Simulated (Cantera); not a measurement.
Charge: 1 mol CuO, 0.85 mol CH4, 0.24 mol CO, held at 19.0 Pa.

These are equilibrium values from Cantera (NASA tables, ideal gas, pure condensed phases), not measurements of a reactor. Candidate condensed phases: C, C6H6, C7H8, C8H18, Cu, CuO, Cu(OH)2, Cu2O, H2O; 113 gas species. The numbers say what is thermodynamically allowed, not how fast it happens.

Task: At 1652 °C, list the 4 most abundant gas species with their mole fractions, and the condensed phases.

Result: H2 0.384, CO 0.276, Cu 0.258, H 0.0430. Condensed: gas only.
